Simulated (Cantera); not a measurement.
Input (Python, Cantera) and output of one run.

```python
import numpy as np
import cantera as ct

gas_names = [...]  # 47 gases of nasa_gas.yaml made of Cl, H, N, O, Si
cond_names = """
    H2O(s) H2O(L) NH4CL(a) NH4CL(b) Si(cr) Si(L) SiO2(Lqz) SiO2(hqz) SiO2(L) Si2N2O(s) Si3N4(a)
""".split()


# ... load() reads the species with a 1 bar reference pressure and builds the phases ...
atoms = {
    'SiCl4': {'Si': 1, 'CL': 4},
    'NO': {'N': 1, 'O': 1},
    'H2': {'H': 2},
}
top_T = {'Si2N2O(s)': 2100, 'Si3N4(a)': 2400}  # K; cautious upper limits of use, not melting points


# ... equilibrate(T, P, feed) seeds the gas with the atoms and calls Mixture.equilibrate('TP', solver="vcs", rtol=1e-11, max_steps=5000) ...
results = []
T = 1025  # K
P = 14000  # Pa
for m in [0.16, 0.24, 0.36, 0.55, 0.84, 1.3, 1.9, 2.9, 4.4, 6.7]:
    feed = {'SiCl4': 1, 'NO': m, 'H2': 8.2}  # mol
    mix = equilibrate(T, P, feed)
    results.append((T, P, feed, dict(zip(mix.species_names, mix.species_moles))))

top = {s: max(r[3][s] / sum(r[3][g] for g in gas_names) for r in results) for s in gas_names}
cols = sorted((s for s in top if top[s] > 1e-05), key=lambda s: -top[s])[:9]
seen = [c for c in cond_names if any(r[3].get(c, 0) > 1e-12 for r in results)]
print("log10 of partial pressures in bar; condensed amounts in mol")
print(f"{'n(NO)':>10s}" + "".join(f"{s[:9]:>10s}" for s in cols + seen))
for T, P, feed, n in results:
    ng = sum(n[g] for g in gas_names)
    print(f"{feed['NO']:10.4g}" + "".join(f"{np.log10(max(n[s] / ng * P / 1e5, 1e-99)):10.3f}" for s in cols)
          + "".join(f"{n.get(c, 0):10.4g}" for c in seen))
```

It prints:

```
log10 of partial pressures in bar; condensed amounts in mol
     n(NO)        H2       HCL       H2O        N2     SiCL4    SiHCL3     SiCL3   SiH2CL2     SiCL2 SiO2(hqz) Si2N2O(s)
      0.16    -0.938    -1.891    -8.398   -11.066    -1.959    -3.072    -4.226    -5.140    -5.174      0.04      0.08
      0.24    -0.953    -1.739    -8.068   -10.031    -2.011    -3.290    -4.437    -5.525    -5.544      0.06      0.12
      0.36    -0.976    -1.578    -7.695    -8.843    -2.114    -3.578    -4.713    -5.996    -5.992      0.09      0.18
      0.55    -1.015    -1.409    -7.231    -7.331    -2.364    -4.037    -5.152    -6.664    -6.621    0.1375     0.275
      0.84    -1.071    -1.263    -5.947    -3.314    -4.350    -6.223    -7.311    -9.052    -8.953    0.2277    0.3845
       1.3    -1.087    -1.278    -5.612    -2.260    -5.079    -6.954    -8.034    -9.784    -9.669    0.5334     0.233
       1.9    -1.107    -1.298    -5.525    -1.938    -5.333    -7.208    -8.278   -10.039    -9.903    0.9333   0.03316
       2.9    -1.196    -1.318    -1.966    -1.759   -12.532   -14.475   -15.501   -17.374   -17.150         1         0
       4.4    -1.368    -1.345    -1.567    -1.605   -13.438   -15.526   -16.466   -18.569   -18.174         1         0
       6.7    -1.810    -1.384    -1.314    -1.461   -14.099   -16.590   -17.309   -20.037   -19.200         1         0
```

Method: chemical equilibrium by Gibbs-energy minimisation in Cantera with the NASA 1993 tables (ideal gas, pure condensed phases). Mutual solubility and eutectic melting of coexisting phases are not modelled. The tables' values for SiCl3 are old estimates; treat these amounts as uncertain.
